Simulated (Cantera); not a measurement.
Feed: 1 mol SiH₂Cl₂, 25 mol NH₃, equilibrated at 0.00350 bar.

Cantera equilibrium calculation (NASA polynomials, part measured and part estimated; ideal gas, pure solids and liquids). Candidate condensed phases: NH₄Cl, Si, Si₃N₄; 28 gas species. Gases not in the tables: Si₂H₆ and higher silanes. Rates play no part.

Task: What share of the Si ends up in condensed phases as a function of T (°C), at 525, 725, 925, 1125, 1325, 1525, 1725?

Result: 
```csv
T (°C),Si condensed (%),as
525,100.0,Si₃N₄(s)
725,100.0,Si₃N₄(s)
925,100.0,Si₃N₄(s)
1125,98.9,Si₃N₄(s)
1325,86.2,Si₃N₄(s)
1525,73.4,Si(l)
1725,8.6,Si(l)
```
